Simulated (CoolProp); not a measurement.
Vapour-liquid equilibrium of n-butane (1) + R113 (2) at 4.93 bar; x and y are mole fractions of (1).

Computed with CoolProp (multi-fluid Helmholtz-energy mixture model, Bücker 2006 and Marx 1992; pair parameters Bell 2016).

Give the bubble temperature and the first vapour's composition at x = 0.125, 0.425, 0.725. Is there an azeotrope?

x = 0.125: 365.4 K, y = 0.328; x = 0.425: 344.3 K, y = 0.720; x = 0.725: 331.6 K, y = 0.895. No azeotrope shows between x = 0.05 and 0.95.

Pair parameters are fitted to limited data, so mixtures are less certain than the pure fluids.
